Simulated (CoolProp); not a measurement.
Computed with CoolProp (reference Helmholtz-energy equation of state, Span 1996).

Q: For carbon dioxide, give the phase and the cv (kJ/(kg K)), conductivity (mW/(m K)), Prandtl number at 378.1 K and 90.5 bar.

A: 
- 378.1 K and 90.5 bar: supercritical; cv 0.825, conductivity 30.3, Prandtl number 0.982

Viscosity comes from a separate model (Laesecke 2017). Thermal conductivity comes from a separate model (Huber 2016).
